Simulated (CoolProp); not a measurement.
Vapour-liquid equilibrium of CH2F2 (R32) (1) + methanol (2) at 0.126 MPa; x and y are mole fractions of (1).

The numbers come from the multi-fluid Helmholtz-energy mixture model, Tillner-Roth 1997 and de Reuck 1993; pair parameters Bell 2016 in CoolProp.

```tsv
x	bubble temperature (K)	y at the bubble point	dew temperature at overall composition x (K)	liquid density (mol/L)
0.05	269.6	0.974	341.9	25.26
0.2	237.0	___	___	25.91
0.35	231.1	0.999	332.3	25.70
0.5	229.8	0.999	326.0	25.25
0.65	229.5	0.999	317.9	24.67
0.8	228.8	0.999	305.9	24.02
0.95	___	1.000	___	23.32
```

### Question
Complete the blanks.

### Answer

- 0.2, y at the bubble point: 0.998
- 0.2, dew temperature at overall composition x (K): 337.5
- 0.95, bubble temperature (K): 226.9
- 0.95, dew temperature at overall composition x (K): 280.3

No azeotrope shows between x = 0.05 and 0.95.

The pair parameters rest on a limited set of measurements; away from them the model extrapolates. With so large a gap from Raoult's law the liquid may split in two, which this calculation doesn't test in full.
